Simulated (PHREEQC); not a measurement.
Make-up at 20 °C: 0.035 mol Na2CO3, 0.00013 mol H3BO3 and 0.17 mol KBr per kg of water. Closed to the air; pH follows from the charge balance.

Computed with PHREEQC (ion-association model, phreeqc.dat).

Q: The ionic strength comes out as 0.260 mol/kgw. What activity coefficients do K+, H2BO3-, OH-, CO3-2, Br- get?

A: K+ 0.69, H2BO3- 0.74, OH- 0.69, CO3-2 0.29, Br- 0.67.

This is a speciation only: nothing precipitates in the calculation.
